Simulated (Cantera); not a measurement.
An isothermal, constant-pressure homogeneous reactor starts with N₂O = 1 (molar parts), at 1473 K and 165 Torr. Integrator tolerance rtol = 1e-08.

Model: GRI-Mech 3.0 (53 species, 325 reactions), integrated in Cantera. GRI-Mech 3.0 was tuned for natural gas; its chemistry of N2O as a main component is partial and can be far from experiment. The temperature is held fixed by assumption; the heat of reaction is taken as removed at once.

Task: What does this change do: pressure from 165 Torr to 51.0 Torr?

Result: 
```tsv
quantity	before	after
x(N₂O) at 1.00 s	0.00120 (gas-phase equilibrium 3.32e-8)	0.0466 (gas-phase equilibrium 1.84e-8)
x(NO) at 1.00 s	0.143 (gas-phase equilibrium 0.00124)	0.146 (gas-phase equilibrium 0.00124)
x(N₂) at 1.00 s	0.594 (gas-phase equilibrium 0.666)	0.563 (gas-phase equilibrium 0.666)
x(O₂) at 1.00 s	0.261 (gas-phase equilibrium 0.333)	0.245 (gas-phase equilibrium 0.333)
x(NO₂) at 1.00 s	0.000386 (gas-phase equilibrium 4.26e-6)	9.47e-5 (gas-phase equilibrium 2.37e-6)
x(O) at 1.00 s	4.27e-6 (gas-phase equilibrium 3.45e-6)	4.36e-5 (gas-phase equilibrium 6.21e-6)
```

Task: What does this change do: temperature 1473 to 1300 K?

Result: 
```tsv
quantity	before	after
x(N₂O) at 1.00 s	0.00120 (gas-phase equilibrium 3.32e-8)	0.373 (gas-phase equilibrium 1.32e-8)
x(NO) at 1.00 s	0.143 (gas-phase equilibrium 0.00124)	0.0607 (gas-phase equilibrium 0.000461)
x(N₂) at 1.00 s	0.594 (gas-phase equilibrium 0.666)	0.388 (gas-phase equilibrium 0.666)
x(O₂) at 1.00 s	0.261 (gas-phase equilibrium 0.333)	0.179 (gas-phase equilibrium 0.333)
x(NO₂) at 1.00 s	0.000386 (gas-phase equilibrium 4.26e-6)	0.000128 (gas-phase equilibrium 2.94e-6)
x(O) at 1.00 s	4.27e-6 (gas-phase equilibrium 3.45e-6)	6.79e-6 (gas-phase equilibrium 2.19e-7)
```
The mechanism lacks the step 2 NO + O2 → 2 NO2, which can matter for NO2 below about 1400 K.
